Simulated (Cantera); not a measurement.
Charge: 1 mol c-C4F8, 0.029 mol F2, at 30.0 mbar.

Equilibrium computed with Cantera from the NASA thermochemical tables; the gas is ideal and each condensed phase is pure. Candidate condensed phases: C; 13 gas species. The feed counts by its element totals alone. Kinetics and transport are ignored. All values below are at 3175 K.

Base state: F 0.754, CF 0.123, C3 0.0604, CF2 0.0456, C 0.00814, C2 0.00635, C5 0.00182, C4 0.000328 (mole fractions); condensed: C(graphite).

Problem. What changes in the equilibrium state with this change: c-C4F8 replaced by CCl4?

Solution. 
```
species           before     after
----------------  ------  --------
Cl                     0     0.910
C3                0.0604    0.0604
F                  0.754    0.0113
CF                 0.123   0.00184
CF2               0.0456   1.03e-5
Cl2                    0  0.000154
CCl                    0  0.000140
C(graphite), mol   0.832    0.0578
```
The tables' values for CCl are old estimates; treat these amounts as uncertain.
